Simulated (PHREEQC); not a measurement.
Make-up at 25 °C: 0.043 mol/kgw NaH2PO4 and 0.26 mol/kgw K2HPO4. Closed to the air; pH follows from the charge balance.

All values are PHREEQC results (ion-association model, wateq4f.dat), not measurements.

| Property | Value |
|---|---|
| pH | 7.36 |
| ionic strength | 0.745 mol/kgw |
| activity of water | 0.986 |
| total alkalinity | 260 meq/kg |

| species | molality | activity | log γ |
|---|---|---|---|
| K+ | 0.484 | 0.299 | -0.210 |
| HPO4-2 | 0.221 | 0.0413 | -0.728 |
| H2PO4- | 0.0430 | 0.0288 | -0.174 |
| Na+ | 0.0396 | 0.0280 | -0.150 |
| KHPO4- | 0.0359 | 0.0240 | -0.174 |
| NaHPO4- | 0.00337 | 0.00226 | -0.174 |
| PO4-3 | 1.87e-5 | 4.29e-7 | -1.639 |
| OH- | 3.79e-7 | 2.28e-7 | -0.221 |
| H3PO4 | 1.55e-7 | 1.84e-7 | 0.074 |
| H+ | 5.77e-8 | 4.34e-8 | -0.124 |

This is a speciation only: nothing precipitates in the calculation. Caution: at this ionic strength the ion-association model is outside its range; a Pitzer model would be the better tool where its parameters exist. Species that the database lacks are ignored. H3PO4, which wateq4f.dat lacks, is added to it with the constant of phreeqc.dat.
